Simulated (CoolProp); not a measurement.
Vapour-liquid equilibrium of R1234ze(E) (1) + n-pentane (2) at 277 K; x and y are mole fractions of (1).

Model: multi-fluid Helmholtz-energy mixture model, Thol 2016 and Thol 2019; pair parameters Bell 2016, in CoolProp.

**Question.** Give the bubble pressure and the first vapour's composition at x = 0.05, 0.35, 0.95. Is there an azeotrope?

**Answer.** x = 0.05: 0.6033 bar, y = 0.534; x = 0.35: 1.718 bar, y = 0.867; x = 0.95: 2.426 bar, y = 0.977. No azeotrope shows between x = 0.05 and 0.95.

Pair parameters are fitted to limited data, so mixtures are less certain than the pure fluids. With so large a gap from Raoult's law the liquid may split in two, which this calculation doesn't test in full.
